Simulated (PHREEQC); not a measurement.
Solution (66 °C): 0.26 mol/kgw TMAH, 3.1e-05 mol/kgw CO2 and 0.0076 mol/kgw Na2CO3. Closed to the air; pH follows from the charge balance.

Model: ion-association model, wateq4f.dat, run in PHREEQC.

Precipitation was switched off in this run.

Q: What pH, activity of water does the model give?

A: pH 12.14; activity of water 0.991.

Q: In which forms is C present?

A: CO3-2 72 %, NaCO3- 27 % of the C.

(CH3)4N+ isn't in the database: it is added as a free cation with an ion size of 4 Å. Away from 25 °C the constants follow the database's enthalpies or fits; those with neither stay at their 25 °C values.
